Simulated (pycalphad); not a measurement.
Source of the numbers: pycalphad with the COST 507 light-alloy database (1999); pressure 1 atm. No gas phase is included, though pure Mg would boil below 1650 K. The data set is of 1999 and partly superseded. Kinetics are ignored, which matters at the lower temperatures.

# Mg-2.565Al-1.22Si (wt.%): equilibrium cooling sequence

| T (K) | phases above | phases below |
|---|---|---|
| 900.8 | liquid | hcp + liquid |
| 898.1 | hcp + liquid | hcp + liquid + MG2SI |
| 865.7 | hcp + liquid + MG2SI | hcp + MG2SI |
| 458.3 | hcp + MG2SI | ALMG_GAMMA + hcp + MG2SI |

Changes were sought between steps of 50 K, so a narrower field can be missed.

Database names, with the compositions (at.%) that they take in these runs: MG2SI: Mg 67 Si 33; ALMG_GAMMA: Mg 59 Al 41.
